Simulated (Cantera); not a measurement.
**Equilibrium for halide evaporation, hydrolysis and transport: MgF2 + N2**

Input: 1 mol MgF2, 0.42 mol N2, held at 0.130 Pa.

Method: chemical equilibrium by Gibbs-energy minimisation in Cantera with the NASA 1993 tables (ideal gas, pure condensed phases). Candidate condensed phases: Mg, MgF2; 13 gas species. The numbers say what is thermodynamically allowed, not how fast it happens.

From 625 °C to 1025 °C the condensed part is MgF2(s). From 1125 °C to 1925 °C nothing is condensed. The main Mg-bearing gas is MgF2 throughout.

```
T (°C)   x N2    x MgF2       x F      x Mg     x MgF   x Mg2F4  n MgF2(s)
------  -----  --------  --------  --------  --------  --------  ---------
625      1.00   5.88e-8    <1e-12    <1e-12    <1e-12    <1e-12       1.00
725     1.000   1.02e-5  2.34e-10    <1e-12    <1e-12  1.54e-11      1.000
825     0.999  0.000677   1.37e-9  3.43e-12   1.18e-9   4.20e-9      1.000
925     0.978    0.0218   9.87e-8  2.87e-10   9.81e-8   4.36e-7      0.991
1025    0.597     0.403   3.88e-6   1.08e-8   3.85e-6   2.15e-5      0.717
1125    0.296     0.704   3.43e-5   2.41e-7   3.38e-5   1.27e-5          0
1225    0.296     0.704  0.000180   3.49e-6  0.000173   3.09e-6          0
1325    0.296     0.703  0.000777   3.52e-5  0.000707   9.00e-7          0
1425    0.295     0.700   0.00290  0.000257   0.00239   3.03e-7          0
1525    0.293     0.689   0.00960   0.00141   0.00678   1.14e-7          0
1625    0.287     0.662    0.0286   0.00606    0.0165   4.50e-8          0
1725    0.273     0.595    0.0763    0.0211    0.0342   1.71e-8          0
1825    0.243     0.460     0.178    0.0599    0.0585   5.19e-9          0
1925    0.194     0.253     0.344     0.135    0.0742  8.48e-10          0
```
x: gas mole fraction; n: condensed amount in mol.
